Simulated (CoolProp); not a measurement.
Vapour-liquid equilibrium of propylene (1) + benzene (2) at 17.25 °C; x and y are mole fractions of (1).

Model: multi-fluid Helmholtz-energy mixture model, Lemmon 2013 and Thol 2012; pair parameters Bell 2016, in CoolProp.

```tsv
x	bubble pressure, mixture model (MPa)	bubble pressure, Raoult's law (MPa)	y, mixture model	y, Raoult's law
0.05	0.08781	0.05567	0.901	0.850
0.125	0.1936	0.1260	0.956	0.939
0.2	0.2855	0.1964	0.971	0.964
0.275	0.3655	0.2667	0.978	0.976
0.35	0.4356	0.3371	0.983	0.983
0.425	0.4979	0.4074	0.986	0.988
0.5	0.5544	0.4778	0.988	0.991
0.575	0.6072	0.5481	0.990	0.993
0.65	0.6584	0.6185	0.991	0.995
0.725	0.7101	0.6888	0.993	0.996
0.8	0.7645	0.7592	0.994	0.998
0.875	0.8244	0.8295	0.996	0.999
0.95	0.8934	0.8999	0.998	1.000
```

The largest gap from Raoult's law is +57.7 % in bubble pressure, at x = 0.05. No azeotrope shows between x = 0.05 and 0.95.

The pair parameters rest on a limited set of measurements; away from them the model extrapolates. The gap from Raoult's law changes sign with composition, which may be real or a fault of the pair parameters; it wasn't checked against measurements. With so large a gap from Raoult's law the liquid may split in two, which this calculation doesn't test in full.
